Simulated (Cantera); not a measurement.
An adiabatic, constant-volume homogeneous reactor starts with CO : H₂ : CH₄ : O₂ : N₂ : CO₂ = 1 : 0.32 : 1.4 : 1.3 : 9.29 : 3.2 (molar parts), at 1700 K and 0.760 bar.

Detailed kinetics in Cantera: GRI-Mech 3.0 (53 species, 325 reactions).

x: mole fraction; the columns are a selection and need not sum to one.

```json
[
 {"t (s)": "7.00e-6", "T (K)": "1700", "P (bar)": "0.760", "x CO": "0.0606", "x H₂": "0.0194", "x CH₄": "0.0848", "x CH₂O": "2.23e-7", "x HCN": "<1e-12", "x C₂H₆": "3.13e-9"},
 {"t (s)": "1.90e-5", "T (K)": "1700", "P (bar)": "0.760", "x CO": "0.0606", "x H₂": "0.0194", "x CH₄": "0.0847", "x CH₂O": "1.99e-6", "x HCN": "<1e-12", "x C₂H₆": "8.08e-8"},
 {"t (s)": "5.15e-5", "T (K)": "1700", "P (bar)": "0.760", "x CO": "0.0606", "x H₂": "0.0194", "x CH₄": "0.0846", "x CH₂O": "1.89e-5", "x HCN": "<1e-12", "x C₂H₆": "2.38e-6"},
 {"t (s)": "0.000140", "T (K)": "1701", "P (bar)": "0.761", "x CO": "0.0606", "x H₂": "0.0195", "x CH₄": "0.0834", "x CH₂O": "0.000207", "x HCN": "1.15e-11", "x C₂H₆": "9.34e-5"},
 {"t (s)": "0.000378", "T (K)": "1803", "P (bar)": "0.818", "x CO": "0.0705", "x H₂": "0.0351", "x CH₄": "0.0539", "x CH₂O": "0.00134", "x HCN": "[?]", "x C₂H₆": "0.000972"},
 {"t (s)": "0.00103", "T (K)": "2252", "P (bar)": "1.10", "x CO": "0.195", "x H₂": "0.0412", "x CH₄": "0.000137", "x CH₂O": "4.63e-6", "x HCN": "[?]", "x C₂H₆": "3.16e-9"},
 {"t (s)": "0.00278", "T (K)": "2247", "P (bar)": "1.10", "x CO": "0.198", "x H₂": "0.0419", "x CH₄": "1.44e-7", "x CH₂O": "1.01e-8", "x HCN": "[?]", "x C₂H₆": "<1e-12"},
 {"t (s)": "0.00755", "T (K)": "2244", "P (bar)": "1.10", "x CO": "0.197", "x H₂": "0.0419", "x CH₄": "1.45e-12", "x CH₂O": "3.64e-9", "x HCN": "[?]", "x C₂H₆": "<1e-12"},
 {"t (s)": "0.0205", "T (K)": "2243", "P (bar)": "1.10", "x CO": "0.197", "x H₂": "0.0419", "x CH₄": "1.42e-12", "x CH₂O": "3.64e-9", "x HCN": "1.86e-8", "x C₂H₆": "<1e-12"},
 {"t (s)": "0.0555", "T (K)": "2243", "P (bar)": "1.10", "x CO": "0.197", "x H₂": "0.0419", "x CH₄": "1.42e-12", "x CH₂O": "3.64e-9", "x HCN": "1.96e-8", "x C₂H₆": "<1e-12"},
 {"t (s)": "0.150", "T (K)": "2243", "P (bar)": "1.10", "x CO": "0.197", "x H₂": "0.0419", "x CH₄": "1.42e-12", "x CH₂O": "3.64e-9", "x HCN": "2.10e-8", "x C₂H₆": "<1e-12"},
 {"t (s)": "0.408", "T (K)": "2243", "P (bar)": "1.10", "x CO": "0.197", "x H₂": "0.0419", "x CH₄": "1.43e-12", "x CH₂O": "3.64e-9", "x HCN": "2.18e-8", "x C₂H₆": "<1e-12"},
 {"t (s)": "1.11", "T (K)": "2243", "P (bar)": "1.10", "x CO": "0.197", "x H₂": "0.0419", "x CH₄": "1.43e-12", "x CH₂O": "3.64e-9", "x HCN": "2.18e-8", "x C₂H₆": "<1e-12"},
 {"t (s)": "3.00", "T (K)": "2243", "P (bar)": "1.10", "x CO": "0.197", "x H₂": "0.0419", "x CH₄": "1.43e-12", "x CH₂O": "3.64e-9", "x HCN": "2.18e-8", "x C₂H₆": "<1e-12"}
]
```

**Question.** Fill in the missing entries.

**Answer.** 
- 0.000378, x HCN: 2.89e-8
- 0.00103, x HCN: 3.91e-5
- 0.00278, x HCN: 8.54e-6
- 0.00755, x HCN: 2.67e-8
